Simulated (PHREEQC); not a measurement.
A PHREEQC input (ion-association model, phreeqc.dat):

```
SOLUTION 1
  temp 25
  units mgL
  pH 6.84
  pe 11.8
  Na 0.149
  K 0.323
  Ca 0.0376
  Mg 0.0049
  Cl 0.387
  S(6) 0.184 as SO4
  Alkalinity 0.189 as HCO3
  Ba 0.000505
END
USE solution 1
EQUILIBRIUM_PHASES 1
  CO2(g) -3.4 10
END
```

It stops with these messages:

```
ERROR: Calculations terminating due to input errors.
```

The fault: a unit that the program doesn't know. The line should read `units mg/kgw` where the input has `units mgL`. With the mend the run ends at pH 5.87 and ionic strength 2.19e-5 mol/kgw.
